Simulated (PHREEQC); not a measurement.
**Spent oxide etchant (model solution)**

Solution (20 °C and 50 atm): 0.061 mol NH4HF2, 0.00038 mol H2SiF6 and 0.081 mol H3BO3 per kg of water. Closed to the air; pH follows from the charge balance.

Equilibrium calculation in PHREEQC: ion-association model, phreeqc.dat.

This is a speciation only: nothing precipitates in the calculation.

Problem. Predict the pH.

Solution. pH 4.76.

Problem. In which forms is B present?

Solution. H3BO3 57 %, BF2(OH)2- 22 %, BF4- 12 %, BF3OH- 8.8 %, BF(OH)3- 0.6 % of the B.

Complexes and solids missing from the database can't appear. Under pressure, the constants of complexes without a molar volume in the database are unreliable. SiF6-2 is the database's only silicon fluoride. Real BF4- forms and hydrolyses slowly; the run takes it at equilibrium.
